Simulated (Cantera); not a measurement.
# Reactions in the system Cl-H-O-Pb

Cantera with NASA thermochemical tables; ideal gases at 1 bar, condensed phases pure. Values are per mole of reaction as written; species without (g) are pure solids or liquids, kept so even where they would boil at 1 bar.

HCl(g) + PbO(g) → Pb + OH(g) + Cl(g)

```
T (K)  ΔH° (kJ)  ΔS° (J/K)  ΔG° (kJ)  log10 K
-----  --------  ---------  --------  -------
1350      203.1       18.2     178.6    -6.91
1425      204.0       18.8     177.2    -6.49
1500      204.9       19.4     175.7    -6.12
1575      205.7       20.0     174.3    -5.78
1650      206.6       20.5     172.7    -5.47
1725      207.4       21.0     171.2    -5.18
1800      208.3       21.5     169.6    -4.92
1875      209.1       21.9     168.0    -4.68
```
